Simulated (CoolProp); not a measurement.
A simple Rankine cycle with n-nonane: condensing at 329.15 K, boiler at 0.17 MPa, turbine inlet 449.5 K, turbine efficiency 0.6, pump efficiency 0.7, no recuperator. Each further row changes one setting.

Computed with CoolProp (reference Helmholtz-energy equation of state, Lemmon 2006). It is a short technical equation, of lower accuracy than the large ones.

```csv
case,thermal efficiency (%),net work (kJ/kg),heat in (kJ/kg),turbine exit temperature (K),volume ratio over the turbine
as stated,10.8,63.1,583,417.3,52.3
turbine inlet 469.5 K,10.5,…,631,437.5,51.8
condensing temperature 321.15 K,11.5,69.4,601,414.4,…
boiler pressure 0.119 MPa,10.0,58.3,585,420.9,35.9
turbine efficiency 0.5,9.0,52.6,583,…,52.9
```

**Question.** Fill in the missing entries.

**Answer.** 
- turbine inlet 469.5 K, net work (kJ/kg): 66.4
- condensing temperature 321.15 K, volume ratio over the turbine: 78.0
- turbine efficiency 0.5, turbine exit temperature (K): 422.1
